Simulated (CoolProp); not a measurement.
A single-stage vapour-compression cycle with propylene: evaporating at 246.15 K (dew point), condensing at 314.15 K (bubble point), superheat 2 K, subcooling 5 K, compressor efficiency 0.7, no pressure losses. Each further row changes one setting.

Model: reference Helmholtz-energy equation of state, Lemmon 2013, in CoolProp.

```
case                              cooling COP  pressure ratio  discharge temperature (K)  refrigerating effect (kJ/kg)  volumetric capacity (kJ/m³)
--------------------------------  -----------  --------------  -------------------------  ----------------------------  ---------------------------
as stated                                   …            7.11                      355.4                           260                         1340
evaporating temperature 251.15 K         2.08            5.92                      351.2                             …                         1630
condensing temperature 309.15 K          2.07            6.34                      348.8                           274                            …
subcooling 10 K                          1.94            7.11                      355.4                           274                         1420
superheat 12 K                           1.85            7.11                      366.2                           275                            …
compressor efficiency 0.6                1.58            7.11                      367.1                           260                         1340
```

Q: What belongs in the gaps?

A: 
- as stated, cooling COP: 1.84
- evaporating temperature 251.15 K, refrigerating effect (kJ/kg): 265
- condensing temperature 309.15 K, volumetric capacity (kJ/m³): 1410
- superheat 12 K, volumetric capacity (kJ/m³): 1350
